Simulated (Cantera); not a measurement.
A closed system holds: 1 mol Si, 0.42 mol O₂, 650 mol H₂, at 2200 K and 0.0133 bar.

These are equilibrium values from Cantera (NASA tables, ideal gas, pure condensed phases), not measurements of a reactor. Candidate condensed phases: H₂O, Si, SiO₂; 18 gas species. Equilibrium is a limit: real reactors are often held back by kinetics, nucleation or transport.

Base state: H₂ 0.951, H 0.0476, SiO 0.00126, Si 0.000227, SiH 1.13e-5 (mole fractions); condensed: gas only.

Task: What changes in the equilibrium state with this change: pressure from 0.0133 bar to 0.000250 bar?

Result: 
| species | before | after |
|---|---|---|
| H₂ | 0.951 | 0.701 |
| H | 0.0476 | 0.298 |
| SiO | 0.00126 | 0.00110 |
| SiH | 1.13e-5 | 1.22e-6 |
| Si | 0.000227 | 0.000209 |

Task: What changes in the equilibrium state with this change: pressure from 0.0133 bar to 0.000320 bar?

Result: 
```csv
species,before,after
H₂,0.951,0.730
H,0.0476,0.269
SiO,0.00126,0.00112
SiH,1.13e-5,1.43e-6
Si,0.000227,0.000212
```

Task: What changes in the equilibrium state with this change: temperature from 2200 K to 1723 K?

Result: 
| species | before | after |
|---|---|---|
| H₂ | 0.951 | 0.997 |
| H | 0.0476 | 0.00158 |
| SiO | 0.00126 | 0.00129 |
| Si | 0.000227 | 7.38e-5 |
| SiH₂ | 2.33e-6 | 1.69e-5 |
| SiH | 1.13e-5 | 1.22e-5 |
| Si(l), mol | 0 | 0.0923 |
Gases not in the tables: Si₂H₆ and higher silanes.
